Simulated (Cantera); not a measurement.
Feed: 1 mol Si₃N₄, 0.43 mol N₂O, 77 mol N₂, 3 mol H₂O, at 1548 K and 1.50 Pa.

These are equilibrium values from Cantera (NASA tables, ideal gas, pure condensed phases), not measurements of a reactor. Candidate condensed phases: H₂O, Si, SiO₂, Si₂N₂O, Si₃N₄; 35 gas species. The tables hold silica as quartz up to 1696 K and as liquid above; real silica turns to tridymite and cristobalite and melts near 1996 K. Rates play no part.

Base state: N₂ 0.933, H₂ 0.0340, SiO 0.0307, H 0.00147, H₂O 0.000486 (mole fractions); condensed: SiO₂(β-quartz).

What changes in the equilibrium state with this change: temperature from 1548 K to 1075 K?


```
species                before    after
-------------------  --------  -------
N₂                      0.933    0.963
H₂                     0.0340   0.0368
H                     0.00147  7.27e-7
SiO                    0.0307  6.67e-7
H₂O                  0.000486  1.90e-7
SiO₂(β-quartz), mol     0.389     1.29
Si₂N₂O(s), mol              0    0.857
```
Mutual solubility and eutectic melting of coexisting phases are not modelled.
